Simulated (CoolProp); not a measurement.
Vapour-liquid equilibrium of fluoroethane (R161) (1) + R134a (2) at 178.8 K; x and y are mole fractions of (1).

The numbers come from the multi-fluid Helmholtz-energy mixture model, Wu 2012 and Tillner-Roth 1994; pair parameters Bell 2016 in CoolProp.

Task: Give the bubble pressure and the first vapour's composition at x = 0.05, 0.65, 0.95. Is there an azeotrope?

Result: x = 0.05: 0.01072 bar, y = 0.112; x = 0.65: 0.02081 bar, y = 0.843; x = 0.95: 0.02670 bar, y = 0.984. No azeotrope shows between x = 0.05 and 0.95.

Pair parameters are fitted to limited data, so mixtures are less certain than the pure fluids.
